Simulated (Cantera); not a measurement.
Feed: 1 mol SiO2, 0.79 mol SiCl4, 82 mol N2, equilibrated at 4.60 Pa.

These are equilibrium values from Cantera (NASA tables, ideal gas, pure condensed phases), not measurements of a reactor. Candidate condensed phases: Si, SiO2, Si2N2O, Si3N4; 23 gas species. The tables' values for SiCl3 are old estimates; treat these amounts as uncertain. The tables hold silica as quartz up to 1696 K and as liquid above; real silica turns to tridymite and cristobalite and melts near 1996 K. The numbers say what is thermodynamically allowed, not how fast it happens.

**Question.** At 1473 K, list the 4 most abundant gas species with their mole fractions, and the condensed phases.

**Answer.** N2 0.959, Cl 0.0263, SiO 0.0105, SiCl2 0.00225. Condensed: SiO2(β-quartz).
